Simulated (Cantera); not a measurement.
Input: 1 mol Fe2O3, 1.5 mol HCl, 0.13 mol O2, at 2850 Torr.

Equilibrium computed with Cantera from the NASA thermochemical tables; the gas is ideal and each condensed phase is pure. Candidate condensed phases: Fe, FeCl2, FeCl3, FeO, Fe(OH)2, Fe(OH)3, Fe2O3, Fe3O4, H2O; 22 gas species. Mutual solubility and eutectic melting of coexisting phases are not modelled. The numbers say what is thermodynamically allowed, not how fast it happens.

At 1700 K, list the 4 most abundant gas species with their mole fractions, and the condensed phases.

HCl 0.536, H2O 0.180, O2 0.112, FeCl2 0.105. Condensed: Fe2O3(s) + Fe3O4(s).
